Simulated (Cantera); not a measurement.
An isothermal, constant-pressure homogeneous reactor starts with CH4 : H2 = 1 : 3.7 (molar parts), at 1823 K and 0.0160 bar.

Detailed kinetics in Cantera: GRI-Mech 3.0 (53 species, 325 reactions). GRI-Mech 3.0 stops at C3 and has no aromatics, soot or wall deposition, so with more carbon than oxygen in the feed, carbon stays in small species such as C2H2 where larger ones or solid carbon would form. Radical loss at walls, strong at low pressure, is not modelled.

x: mole fraction; the columns are a selection and need not sum to one.

```json
[
 {"t (s)": "2.00e-6", "x CH4": "0.213", "x H2": "0.787", "x CH3": "9.57e-7", "x H": "7.77e-7", "x CH2": "<1e-12", "x C2H": "<1e-12"},
 {"t (s)": "1.68e-5", "x CH4": "0.213", "x H2": "0.787", "x CH3": "1.06e-5", "x H": "3.93e-6", "x CH2": "1.10e-11", "x C2H": "<1e-12"},
 {"t (s)": "0.000141", "x CH4": "0.213", "x H2": "0.787", "x CH3": "0.000102", "x H": "2.08e-5", "x CH2": "2.11e-9", "x C2H": "<1e-12"},
 {"t (s)": "0.00119", "x CH4": "0.212", "x H2": "0.787", "x CH3": "0.000865", "x H": "0.000163", "x CH2": "1.76e-7", "x C2H": "1.57e-12"},
 {"t (s)": "0.0100", "x CH4": "0.185", "x H2": "0.799", "x CH3": "0.00571", "x H": "0.00126", "x CH2": "5.54e-6", "x C2H": "?"},
 {"t (s)": "0.0841", "x CH4": "0.0478", "x H2": "0.881", "x CH3": "0.00215", "x H": "0.00198", "x CH2": "3.80e-6", "x C2H": "?"},
 {"t (s)": "0.707", "x CH4": "0.00355", "x H2": "0.907", "x CH3": "0.000239", "x H": "0.00304", "x CH2": "8.64e-7", "x C2H": "?"},
 {"t (s)": "5.95", "x CH4": "0.000331", "x H2": "0.909", "x CH3": "2.41e-5", "x H": "0.00329", "x CH2": "9.94e-8", "x C2H": "3.04e-6"},
 {"t (s)": "50.0", "x CH4": "0.000200", "x H2": "0.909", "x CH3": "1.45e-5", "x H": "0.00329", "x CH2": "6.03e-8", "x C2H": "3.05e-6"}
]
```

**Question.** Fill in the missing entries.

**Answer.** 
- 0.0100, x C2H: 8.73e-8
- 0.0841, x C2H: 1.44e-6
- 0.707, x C2H: 2.77e-6
